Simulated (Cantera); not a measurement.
Cantera run:

```python
import numpy as np
import cantera as ct

gas_names = """
    AL ALH ALN AL2 H H2 N NH NH2 NH3 N2 N2H2 N2H4
""".split()
cond_names = """
    AL(cr) AL(L) ALN(s)
""".split()


# ... load() reads the species with a 1 bar reference pressure and builds the phases ...
atoms = {
    'Al': {'AL': 1},
    'NH3': {'N': 1, 'H': 3},
    'H2': {'H': 2},
}
top_T = {'ALN(s)': 2750}  # K; cautious upper limits of use, not melting points


# ... equilibrate(T, P, feed) seeds the gas with the atoms and calls Mixture.equilibrate('TP', solver="vcs", rtol=1e-11, max_steps=5000) ...
results = []
P = 330  # Pa
for T in [1100, 1200, 1300, 1400, 1500, 1600, 1700, 1800, 1900, 2000]:
    for m in [100, 120, 150, 190, 240, 300, 370, 460, 580, 720]:
        feed = {'Al': 1, 'NH3': 11, 'H2': m}  # mol
        mix = equilibrate(T, P, feed)
        results.append((T, P, feed, dict(zip(mix.species_names, mix.species_moles))))

for T, P, feed, n in results:
    print(f"{T:7g} {feed['H2']:10.4g}  " + (" + ".join(c for c in cond_names if n.get(c, 0) > 1e-12) or "gas only"))
```

It prints:

```
   1100        100  ALN(s)
   1100        120  ALN(s)
   1100        150  ALN(s)
   1100        190  ALN(s)
   1100        240  ALN(s)
   1100        300  ALN(s)
   1100        370  ALN(s)
   1100        460  ALN(s)
   1100        580  ALN(s)
   1100        720  ALN(s)
   1200        100  ALN(s)
   1200        120  ALN(s)
   1200        150  ALN(s)
   1200        190  ALN(s)
   1200        240  ALN(s)
   1200        300  ALN(s)
   1200        370  ALN(s)
   1200        460  ALN(s)
   1200        580  ALN(s)
   1200        720  ALN(s)
   1300        100  ALN(s)
   1300        120  ALN(s)
   1300        150  ALN(s)
   1300        190  ALN(s)
   1300        240  ALN(s)
   1300        300  ALN(s)
   1300        370  ALN(s)
   1300        460  ALN(s)
   1300        580  ALN(s)
   1300        720  ALN(s)
   1400        100  ALN(s)
   1400        120  ALN(s)
   1400        150  ALN(s)
   1400        190  ALN(s)
   1400        240  ALN(s)
   1400        300  ALN(s)
   1400        370  ALN(s)
   1400        460  ALN(s)
   1400        580  ALN(s)
   1400        720  ALN(s)
   1500        100  ALN(s)
   1500        120  ALN(s)
   1500        150  ALN(s)
   1500        190  ALN(s)
   1500        240  ALN(s)
   1500        300  ALN(s)
   1500        370  ALN(s)
   1500        460  ALN(s)
   1500        580  ALN(s)
   1500        720  ALN(s)
   1600        100  ALN(s)
   1600        120  ALN(s)
   1600        150  ALN(s)
   1600        190  ALN(s)
   1600        240  ALN(s)
   1600        300  ALN(s)
   1600        370  ALN(s)
   1600        460  ALN(s)
   1600        580  ALN(s)
   1600        720  ALN(s)
   1700        100  ALN(s)
   1700        120  ALN(s)
   1700        150  ALN(s)
   1700        190  ALN(s)
   1700        240  ALN(s)
   1700        300  ALN(s)
   1700        370  ALN(s)
   1700        460  ALN(s)
   1700        580  ALN(s)
   1700        720  gas only
   1800        100  ALN(s)
   1800        120  gas only
   1800        150  gas only
   1800        190  gas only
   1800        240  gas only
   1800        300  gas only
   1800        370  gas only
   1800        460  gas only
   1800        580  gas only
   1800        720  gas only
   1900        100  gas only
   1900        120  gas only
   1900        150  gas only
   1900        190  gas only
   1900        240  gas only
   1900        300  gas only
   1900        370  gas only
   1900        460  gas only
   1900        580  gas only
   1900        720  gas only
   2000        100  gas only
   2000        120  gas only
   2000        150  gas only
   2000        190  gas only
   2000        240  gas only
   2000        300  gas only
   2000        370  gas only
   2000        460  gas only
   2000        580  gas only
   2000        720  gas only
```

Method: chemical equilibrium by Gibbs-energy minimisation in Cantera with the NASA 1993 tables (ideal gas, pure condensed phases).
